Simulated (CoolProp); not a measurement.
Vapour-liquid equilibrium of dimethyl ether (1) + n-butane (2) at 583 kPa; x and y are mole fractions of (1).

The numbers come from the multi-fluid Helmholtz-energy mixture model, Wu 2011 and Bücker 2006; pair parameters Bell 2016 in CoolProp.

| x | bubble temperature, mixture model (K) | bubble temperature, Raoult's law (K) | y, mixture model | y, Raoult's law |
|---|---|---|---|---|
| 0.05 | ? | 327.0 | 0.127 | 0.108 |
| 0.15 | 319.1 | 322.5 | 0.321 | 0.290 |
| 0.25 | 314.1 | 318.5 | ? | 0.437 |
| 0.35 | 310.2 | 314.8 | 0.564 | 0.558 |
| 0.45 | ? | 311.5 | 0.647 | 0.659 |
| 0.55 | 304.7 | 308.6 | 0.717 | 0.744 |
| 0.65 | 302.7 | 305.8 | ? | 0.816 |
| 0.75 | 301.0 | 303.3 | ? | 0.878 |
| 0.85 | 299.5 | 300.9 | 0.899 | 0.932 |
| 0.95 | ? | 298.8 | 0.964 | 0.979 |

Question: Some entries are withheld; supply them.

Answer: 
- 0.05, bubble temperature, mixture model (K): 325.5
- 0.25, y, mixture model: 0.460
- 0.45, bubble temperature, mixture model (K): 307.2
- 0.65, y, mixture model: 0.780
- 0.75, y, mixture model: 0.839
- 0.95, bubble temperature, mixture model (K): 298.3

The largest gap from Raoult's law is -4.6 K in bubble temperature, at x = 0.35. No azeotrope shows between x = 0.05 and 0.95.

The pair parameters rest on a limited set of measurements; away from them the model extrapolates.
